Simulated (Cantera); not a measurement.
Input: 1 mol MgO, 6.3 mol N2, equilibrated at 2025 K and 8.00 bar.

Method: chemical equilibrium by Gibbs-energy minimisation in Cantera with the NASA 1993 tables (ideal gas, pure condensed phases). Candidate condensed phases: Mg, MgO; 13 gas species. The numbers say what is thermodynamically allowed, not how fast it happens.

Base state: N2 1.000 (mole fractions); condensed: MgO(s).

What changes in the equilibrium state with this change: MgO replaced by BN?


| species | before | after |
|---|---|---|
| N2 | 1.000 | 1.00 |
| MgO(s), mol | 1.000 | 0 |
| BN(s), mol | 0 | 1.00 |
Further candidate phases: B, BN.
